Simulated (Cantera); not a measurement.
C + O₂ + H₂O (carbon deposition, reforming and gasification)

A closed system holds: 1 mol C, 0.14 mol O₂, 0.077 mol H₂O, held at 0.290 bar.

Method: chemical equilibrium by Gibbs-energy minimisation in Cantera with the NASA 1993 tables (ideal gas, pure condensed phases). Candidate condensed phases: C, C₆H₆, C₇H₈, C₈H₁₈, H₂O; 110 gas species. The numbers say what is thermodynamically allowed, not how fast it happens.

From 1250 K to 2350 K the condensed part is C(graphite). The main C-bearing gas is CO throughout.

| T (K) | x CO | x H₂ | x H | x CO₂ | x C₂H₂ (acetylene) | x H₂O | n C(graphite) |
|---|---|---|---|---|---|---|---|
| 1250 | 0.820 | 0.177 | 3.78e-7 | 0.00188 | 4.46e-8 | 0.000634 | 0.644 |
| 1350 | 0.822 | 0.177 | 1.86e-6 | 0.000571 | 2.20e-7 | 0.000242 | 0.643 |
| 1450 | 0.822 | 0.177 | 7.40e-6 | 0.000206 | 8.64e-7 | 0.000106 | 0.643 |
| 1550 | 0.822 | 0.177 | 2.46e-5 | 8.50e-5 | 2.85e-6 | 5.13e-5 | 0.643 |
| 1650 | 0.823 | 0.177 | 7.10e-5 | 3.93e-5 | 8.09e-6 | 2.72e-5 | 0.643 |
| 1750 | 0.822 | 0.177 | 0.000182 | 1.99e-5 | 2.04e-5 | 1.56e-5 | 0.643 |
| 1850 | 0.822 | 0.177 | 0.000421 | 1.09e-5 | 4.63e-5 | 9.46e-6 | 0.643 |
| 1950 | 0.822 | 0.177 | 0.000895 | 6.41e-6 | 9.66e-5 | 6.06e-6 | 0.643 |
| 2050 | 0.822 | 0.176 | 0.00177 | 3.97e-6 | 0.000187 | 4.05e-6 | 0.643 |
| 2150 | 0.821 | 0.175 | 0.00328 | 2.58e-6 | 0.000339 | 2.81e-6 | 0.643 |
| 2250 | 0.820 | 0.173 | 0.00574 | 1.74e-6 | 0.000581 | 2.01e-6 | 0.642 |
| 2350 | 0.819 | 0.171 | 0.00957 | 1.22e-6 | 0.000943 | 1.47e-6 | 0.642 |
x: gas mole fraction; n: condensed amount in mol.
